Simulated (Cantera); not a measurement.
Feed: 1 mol CH3SiCl3, 0.015 mol CH4, a varied amount of H2, at 1698.15 K and 10.5 Torr.

These are equilibrium values from Cantera (NASA tables, ideal gas, pure condensed phases), not measurements of a reactor. Candidate condensed phases: C, C6H6, C7H8, C8H18, Si, SiC; 109 gas species. The feed counts by its element totals alone. Kinetics and transport are ignored.

Q: Which condensed phases are stable at each of these points (n(H2) (mol)): 48, 76, 100, 130, 160, 190, 210?

A: 
| n(H2) (mol) | condensed phases | Si condensed (%) |
|---|---|---|
| 48 | C(graphite) + SiC(s) | 99.0 |
| 76 | C(graphite) + SiC(s) | 99.4 |
| 100 | C(graphite) + SiC(s) | 99.5 |
| 130 | SiC(s) | 99.6 |
| 160 | SiC(s) | 99.6 |
| 190 | SiC(s) | 99.6 |
| 210 | SiC(s) | 99.7 |

From 48 mol H2 to 100 mol H2 the condensed part is C(graphite) + SiC(s). From 130 mol H2 to 210 mol H2 the condensed part is SiC(s).
